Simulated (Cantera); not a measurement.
An isothermal, constant-pressure homogeneous reactor starts with CH4 : H2 : CO2 = 0.015 : 1 : 0.021 (molar parts), at 1525 K and 10.00 Torr. Integrator tolerance rtol = 1e-08.

Computed with Cantera and GRI-Mech 3.0 (53 species, 325 reactions). Radical loss at walls, strong at low pressure, is not modelled.

| quantity | before | after |
|---|---|---|
| x(CH4) at 3.00 s | 0.0137 (gas-phase equilibrium 3.06e-9) | <1e-12 (gas-phase equilibrium <1e-12) |
| x(H2) at 3.00 s | 0.950 (gas-phase equilibrium 0.960) | 0.267 (gas-phase equilibrium 0.267) |
| x(CO2) at 3.00 s | 0.00441 (gas-phase equilibrium 7.24e-5) | 1.20e-5 (gas-phase equilibrium 1.20e-5) |
| x(C2H4) at 3.00 s | 8.18e-6 (gas-phase equilibrium <1e-12) | <1e-12 (gas-phase equilibrium <1e-12) |
| x(C2H2) at 3.00 s | 0.000337 (gas-phase equilibrium <1e-12) | <1e-12 (gas-phase equilibrium <1e-12) |
| x(CO) at 3.00 s | 0.0159 (gas-phase equilibrium 0.0337) | 0.0217 (gas-phase equilibrium 0.0217) |
| x(C2H) at 3.00 s | 1.39e-10 (gas-phase equilibrium <1e-12) | <1e-12 (gas-phase equilibrium <1e-12) |

Task: What was changed between the two runs?
A) temperature 1525 to 2998 K
B) pressure from 10.00 Torr to 46.5 Torr
C) temperature 1525 to 1750 K
D) temperature 1525 to 1350 K

Result: A, temperature 1525 to 2998 K
